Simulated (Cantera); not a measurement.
Feed: 1 mol Si2H6, 0.36 mol NO.

Equilibrium computed with Cantera from the NASA thermochemical tables; the gas is ideal and each condensed phase is pure. Candidate condensed phases: H2O, Si, SiO2, Si2N2O, Si3N4; 35 gas species. The feed counts by its element totals alone. Mutual solubility and eutectic melting of coexisting phases are not modelled. Kinetics and transport are ignored.

Stable condensed phases, one row left out:

```
T in K \ P in Pa
              5     26    140    710   3700  19000 100000
   2098       A      A      B      B      B      B      B
   2073       A      A      B      B      B      B      B
   2048       A      B      B      B      B      B      C
   2023       A      B      B      B      B      B      C
   1998       A      B      B      B      B      B      C
   1973       A      B      B      B      B      B      C
   1948       A      B      B      B      B      B      C
   1923       A      B      B      B      B      C      C
   1873       B      B      B      B      B      C      C
```

A: gas only; B: Si; C: Si + Si2N2O.

Q: Give the row for 1898 K.

A: 5: Si; 26: Si; 140: Si; 710: Si; 3700: Si; 19000: Si + Si2N2O; 100000: Si + Si2N2O.
